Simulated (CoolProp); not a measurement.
Properties of R11 at several states.

Computed with CoolProp (reference Helmholtz-energy equation of state, Jacobsen 1992).

| T (K) | p (kPa) | phase | cv (kJ/(kg K)) | Joule-Thomson coefficient (K/MPa) | isothermal compressibility (1/MPa) | expansivity (1/kK) | fugacity coefficient |
|---|---|---|---|---|---|---|---|
| 358.5 | 78.4 | gas | 0.5586 | 20.50 | 12.94 | 2.920 | 0.9859 |
| 249.7 | 19.7 | liquid | 0.5788 | … | … | 1.375 | 0.6612 |
| 215.9 | 21.7 | liquid | 0.5647 | -0.5322 | 0.0008215 | … | 0.07249 |
| 367.2 | 16700 | liquid | 0.6234 | -0.3081 | 0.002638 | 1.679 | 0.06521 |
| 222.1 | 12300 | liquid | 0.5631 | -0.5387 | 0.0007514 | 1.200 | 0.0003467 |

Question: What belongs in the gaps?

Answer: 
- 249.7, Joule-Thomson coefficient (K/MPa): -0.4913
- 249.7, isothermal compressibility (1/MPa): 0.001130
- 215.9, expansivity (1/kK): 1.273
